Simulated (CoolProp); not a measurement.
Model: reference Helmholtz-energy equation of state, Lemmon 2006, in CoolProp. It is a short technical equation, of lower accuracy than the large ones.

For acetone, give the phase and the cv (kJ/(kg K)), speed of sound (m/s), isothermal compressibility (1/MPa) at 550 K and 7.82 MPa; 550 K and 10.9 MPa; 550 K and 18.8 MPa.


- 550 K and 7.82 MPa: supercritical; cv 2.23, speed of sound 175, isothermal compressibility 0.297
- 550 K and 10.9 MPa: supercritical; cv 2.12, speed of sound 286, isothermal compressibility 0.0503
- 550 K and 18.8 MPa: supercritical; cv 2.07, speed of sound 457, isothermal compressibility 0.0136
